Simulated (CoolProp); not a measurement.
200 sccm (0 °C, 1 atm) of nitrogen bubbles through liquid R1336mzz(Z) at 279 K and leaves saturated at a total pressure of 0.109 MPa (ideal gas phase). Each further row changes one setting.

The numbers come from the reference Helmholtz-energy equation of state, McLinden 2020 in CoolProp.

| case | vapour pressure (kPa) | mole fraction of vapour | delivery (mg/min) | delivery (sccm) | change of delivery for a bath 1 K warmer (%) |
|---|---|---|---|---|---|
| as stated | 32.6 | (withheld) | 625 | (withheld) | 6.8 |
| bath temperature 284 K | (withheld) | 0.375 | (withheld) | (withheld) | 7.4 |
| total pressure 0.218 MPa | 32.6 | (withheld) | 258 | 35.2 | (withheld) |

Q: Fill in the missing entries.

A: 
- as stated, mole fraction of vapour: 0.299
- as stated, delivery (sccm): 85.4
- bath temperature 284 K, vapour pressure (kPa): 40.9
- bath temperature 284 K, delivery (mg/min): 878
- bath temperature 284 K, delivery (sccm): 120
- total pressure 0.218 MPa, mole fraction of vapour: 0.150
- total pressure 0.218 MPa, change of delivery for a bath 1 K warmer (%): 5.6
